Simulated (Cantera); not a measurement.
Cantera run:

```python
import numpy as np
import cantera as ct

gas_names = """
    H H2 Si SiH SiH2 SiH3 SiH4 Si2 Si3
""".split()
cond_names = """
    Si(cr) Si(L)
""".split()


# ... load() reads the species with a 1 bar reference pressure and builds the phases ...
atoms = {
    'SiH4': {'Si': 1, 'H': 4},
    'H2': {'H': 2},
}
top_T = {}  # K; cautious upper limits of use, not melting points


# ... equilibrate(T, P, feed) seeds the gas with the atoms and calls Mixture.equilibrate('TP', solver="vcs", rtol=1e-11, max_steps=5000) ...
results = []
T = 2098  # K
P = 13000  # Pa
for m in [130, 170, 230, 290, 380, 490, 630, 820, 1100, 1400, 1800]:
    feed = {'SiH4': 1, 'H2': m}  # mol
    mix = equilibrate(T, P, feed)
    results.append((T, P, feed, dict(zip(mix.species_names, mix.species_moles))))

top = {s: max(r[3][s] / sum(r[3][g] for g in gas_names) for r in results) for s in gas_names}
cols = sorted((s for s in top if top[s] > 1e-05), key=lambda s: -top[s])[:8]
seen = [c for c in cond_names if any(r[3].get(c, 0) > 1e-12 for r in results)]
print("log10 of partial pressures in bar; condensed amounts in mol")
print(f"{'n(H2)':>10s}" + "".join(f"{s[:9]:>10s}" for s in cols + seen))
for T, P, feed, n in results:
    ng = sum(n[g] for g in gas_names)
    print(f"{feed['H2']:10.4g}" + "".join(f"{np.log10(max(n[s] / ng * P / 1e5, 1e-99)):10.3f}" for s in cols)
          + "".join(f"{n.get(c, 0):10.4g}" for c in seen))
```

It prints:

```
log10 of partial pressures in bar; condensed amounts in mol
     n(H2)        H2         H        Si       SiH      SiH2       Si2     Si(L)
       130    -0.890    -2.957    -3.884    -4.593    -4.634    -5.771    0.8123
       170    -0.890    -2.957    -3.884    -4.593    -4.634    -5.771    0.7555
       230    -0.890    -2.957    -3.884    -4.593    -4.634    -5.771    0.6701
       290    -0.890    -2.957    -3.884    -4.593    -4.634    -5.771    0.5848
       380    -0.890    -2.957    -3.884    -4.593    -4.634    -5.771    0.4569
       490    -0.890    -2.957    -3.884    -4.593    -4.634    -5.771    0.3005
       630    -0.890    -2.957    -3.884    -4.593    -4.634    -5.771    0.1014
       820    -0.890    -2.957    -3.950    -4.659    -4.700    -5.903         0
      1100    -0.890    -2.957    -4.075    -4.783    -4.824    -6.152         0
      1400    -0.890    -2.957    -4.178    -4.886    -4.927    -6.358         0
      1800    -0.890    -2.957    -4.285    -4.994    -5.035    -6.574         0
```

Equilibrium computed with Cantera from the NASA thermochemical tables; the gas is ideal and each condensed phase is pure. Gases not in the tables: Si2H6 and higher silanes.
